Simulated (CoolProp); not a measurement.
Vapour-liquid equilibrium of R134a (1) + R152A (2) at 0.433 MPa; x and y are mole fractions of (1).

The numbers come from the multi-fluid Helmholtz-energy mixture model, Tillner-Roth 1994 and Outcalt 1996; pair parameters Lemmon 2004 in CoolProp.

```tsv
x	bubble temperature, mixture model (°C)	bubble temperature, Raoult's law (°C)	y, mixture model	y, Raoult's law
0.05	14.6	14.4	[?]	0.055
0.125	[?]	14.2	0.128	0.137
0.2	14.4	13.9	[?]	0.218
0.275	14.3	13.6	[?]	0.297
0.35	14.1	13.4	0.366	0.375
0.425	13.9	13.1	0.445	0.451
0.5	13.7	12.9	[?]	0.527
0.575	13.4	12.6	0.601	0.601
0.65	13.1	12.4	[?]	0.674
0.725	[?]	12.2	0.751	0.746
0.8	12.4	11.9	0.822	0.817
0.875	[?]	11.7	0.891	0.886
0.95	11.6	11.5	0.958	0.955
```

Task: Complete the blanks.

Result: 
- 0.05, y, mixture model: 0.051
- 0.125, bubble temperature, mixture model (°C): 14.5
- 0.2, y, mixture model: 0.207
- 0.275, y, mixture model: 0.286
- 0.5, y, mixture model: 0.523
- 0.65, y, mixture model: 0.677
- 0.725, bubble temperature, mixture model (°C): 12.8
- 0.875, bubble temperature, mixture model (°C): 12.0

The largest gap from Raoult's law is +0.8 K in bubble temperature, at x = 0.5. No azeotrope shows between x = 0.05 and 0.95.

The pair parameters rest on a limited set of measurements; away from them the model extrapolates.
